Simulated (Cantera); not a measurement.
A Cantera script and what it prints.

```python
import numpy as np
import cantera as ct

gas_names = """
    Ca CaF CaF2 CaO CaOH CaO2H2 Ca2 F FO FO2 F2 F2O H HF HOF HO2 H2 H2F2 H2O H2O2 H3F3 H4F4 H5F5 H6F6
    H7F7 O OH O2 O3
""".split()
cond_names = """
    Ca(a) Ca(b) Ca(L) CaF2(a) CaF2(b) CaF2(L) CaO(s) CaO(L) CaO2H2(s) H2O(s) H2O(L)
""".split()


def load(file, names, dense=False):
    # The tables refer to 1 bar. Condensed volumes are neglected.
    table = {s.name: s for s in ct.Species.list_from_file(file)}
    out = []
    for n in names:
        d = dict(table[n].input_data)
        d["thermo"] = dict(d["thermo"], **{"reference-pressure": 1e5})
        if dense:
            d["equation-of-state"] = {"model": "constant-volume", "density": "1e6 g/cm^3"}
        out.append(ct.Species.from_dict(d))
    return out


gas = ct.Solution(thermo="ideal-gas", species=load("nasa_gas.yaml", gas_names))
cond = {s.name: ct.Solution(thermo="fixed-stoichiometry", species=[s], name=s.name)
        for s in load("nasa_condensed.yaml", cond_names, dense=True)}
atoms = {
    'CaO': {'Ca': 1, 'O': 1},
    'HF': {'H': 1, 'F': 1},
    'H2': {'H': 2},
}
top_T = {}  # K; cautious upper limits of use, not melting points


def equilibrate(T, P, feed):
    n = {}
    for name, mol in feed.items():
        for a, k in atoms[name].items():
            n[a] = n.get(a, 0.0) + k * mol
    gas.TPX = T, P, n
    mass = sum(n.values()) * gas.mean_molecular_weight
    gas.equilibrate("TP")
    valid = [c for c in cond.values() if c.min_temp <= T <= top_T.get(c.name, c.max_temp)]
    mix = ct.Mixture([(gas, mass / gas.mean_molecular_weight)] + [(c, 0.0) for c in valid])
    mix.T, mix.P = T, P
    mix.equilibrate("TP", solver="vcs", rtol=1e-11, max_steps=5000)
    return mix


results = []
feed = {'CaO': 1, 'HF': 24, 'H2': 31}  # mol
P = 3.3  # Pa
for T in [1098, 1173, 1248, 1323, 1398, 1473, 1548, 1623, 1698, 1773, 1848]:
    mix = equilibrate(T, P, feed)
    results.append((T, P, feed, dict(zip(mix.species_names, mix.species_moles))))

top = {s: max(r[3][s] / sum(r[3][g] for g in gas_names) for r in results) for s in gas_names}
cols = sorted((s for s in top if top[s] > 0.0001), key=lambda s: -top[s])[:5]
seen = [c for c in cond_names if any(r[3].get(c, 0) > 1e-12 for r in results)]
print("log10 of partial pressures in bar; condensed amounts in mol")
print(f"{'T/K':>10s}" + "".join(f"{s[:9]:>10s}" for s in cols + seen))
for T, P, feed, n in results:
    ng = sum(n[g] for g in gas_names)
    print(f"{T:10.4g}" + "".join(f"{np.log10(max(n[s] / ng * P / 1e5, 1e-99)):10.3f}" for s in cols)
          + "".join(f"{n.get(c, 0):10.4g}" for c in seen))
```

Output:

```
log10 of partial pressures in bar; condensed amounts in mol
       T/K        H2        HF         H       H2O      CaF2   CaF2(a)
      1098    -4.723    -4.871    -9.968    -6.214   -10.926         1
      1173    -4.723    -4.871    -9.290    -6.214    -9.650    0.9996
      1248    -4.723    -4.872    -8.692    -6.214    -8.535    0.9952
      1323    -4.723    -4.872    -8.161    -6.214    -7.553    0.9542
      1398    -4.726    -4.874    -7.688    -6.217    -6.684    0.6585
      1473    -4.731    -4.880    -7.264    -6.222    -6.223         0
      1548    -4.733    -4.880    -6.878    -6.223    -6.224         0
      1623    -4.736    -4.881    -6.528    -6.224    -6.228         0
      1698    -4.742    -4.883    -6.211    -6.227    -6.235         0
      1773    -4.753    -4.887    -5.923    -6.232    -6.248         0
      1848    -4.773    -4.893    -5.662    -6.241    -6.271         0
```

Method: chemical equilibrium by Gibbs-energy minimisation in Cantera with the NASA 1993 tables (ideal gas, pure condensed phases).
